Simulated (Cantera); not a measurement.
Input: 1 mol HCl, 0.11 mol O2, held at 1.33 mbar.

Method: chemical equilibrium by Gibbs-energy minimisation in Cantera with the NASA 1993 tables (ideal gas, pure condensed phases). Candidate condensed phases: H2O; 14 gas species. The numbers say what is thermodynamically allowed, not how fast it happens.

### Question
At 1125 °C, list the 7 most abundant gas species with their mole fractions, and the condensed phases.

### Answer
HCl 0.809, O2 0.0777, Cl 0.0657, H2O 0.0402, Cl2 0.00734, OH 7.80e-5, ClO 1.89e-5. Condensed: gas only.
